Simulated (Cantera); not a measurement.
A freely propagating, adiabatic, planar premixed flame of H2 : O2 : N2 = 1 : 0.417 : 1.62 (molar parts), unburnt at 575 K and 1650 Torr; multicomponent transport, grid criteria slope 0.08 and curve 0.16, no radiation.

Computed with Cantera and the H2/O2 subset of GRI-Mech 3.0, which has no nitrogen chemistry. The hydrogen kinetics of GRI-Mech 3.0 are dated; newer H2 mechanisms differ, most at raised pressure. Burning velocities carry a grid error of a few per cent, more on coarse grids.

x: mole fraction of selected species; z is measured from the peak of heat release.

```tsv
z (mm)	T (K)	u (m/s)	x H2	x O2	x H	x HO2	x OH	x H2O2
-0.496	575	7.56	0.329	0.137	<1e-8	<1e-8	<1e-8	<1e-8
-0.330	575	7.56	0.329	0.137	<1e-8	<1e-8	<1e-8	<1e-8
-0.248	575	7.56	0.329	0.137	<1e-8	<1e-8	<1e-8	<1e-8
-0.165	575	7.56	0.329	0.137	<1e-8	3.15e-7	<1e-8	<1e-8
-0.0826	595	7.77	0.324	0.138	8.96e-5	0.000318	4.55e-5	6.07e-6
-0.0413	[?]	10.8	0.288	0.131	0.00553	0.000374	0.00106	3.56e-5
0	[?]	16.2	0.184	0.0900	0.0342	0.000156	0.00396	8.91e-6
0.0413	[?]	19.9	0.0985	0.0364	0.0568	5.74e-5	0.00994	3.37e-6
0.0826	[?]	21.6	0.0757	0.0184	0.0567	2.66e-5	0.0134	2.02e-6
0.165	1961	23.3	0.0717	0.0120	0.0461	1.52e-5	0.0154	1.13e-6
0.330	2120	24.9	0.0712	0.00872	0.0336	9.49e-6	0.0156	6.46e-7
0.661	2263	26.3	0.0693	0.00576	0.0229	5.53e-6	0.0143	4.10e-7
1.32	2379	27.4	0.0667	0.00337	0.0150	2.97e-6	0.0117	2.78e-7
```

Question: Some entries are withheld; supply them.

Answer: 
- -0.0413, T (K): 849
- 0, T (K): 1321
- 0.0413, T (K): 1645
- 0.0826, T (K): 1802
